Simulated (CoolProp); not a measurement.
Methane along the isobar 13 MPa: fugacity coefficient from the reference equation and from simpler models built on Tc = 190.6 K, pc = 4.599 MPa, ω = 0.011; each cubic takes its own stable root.

Computed with CoolProp (reference Helmholtz-energy equation of state, Setzmann 1991).

```json
[
 {"T (K)": "127.8", "phase": "liquid", "reference": "0.03669"},
 {"T (K)": "160.5", "phase": "liquid", "reference": "0.1487"},
 {"T (K)": "193.1", "phase": "supercritical", "reference": "0.3362"},
 {"T (K)": "225.7", "phase": "supercritical", "reference": "0.5408"},
 {"T (K)": "258.3", "phase": "supercritical", "reference": "0.6954"},
 {"T (K)": "291", "phase": "supercritical", "reference": "0.7968"},
 {"T (K)": "323.6", "phase": "supercritical", "reference": "0.8645"},
 {"T (K)": "356.2", "phase": "supercritical", "reference": "0.9115"},
 {"T (K)": "388.8", "phase": "supercritical", "reference": "0.9449"},
 {"T (K)": "421.5", "phase": "supercritical", "reference": "0.9692"},
 {"T (K)": "454.1", "phase": "supercritical", "reference": "0.9871"}
]
```

Question: How far does each simpler model (Redlich-Kwong, Soave-Redlich-Kwong) lie from the reference over these 11 states: mean and median of the absolute difference, and the worst?

Answer: 
- Redlich-Kwong: mean 2.0 %, median 0.9 %, worst -12.6 % at 127.8 K and 13 MPa
- Soave-Redlich-Kwong: mean 1.6 %, median 1.4 %, worst +3.0 % at 193.1 K and 13 MPa
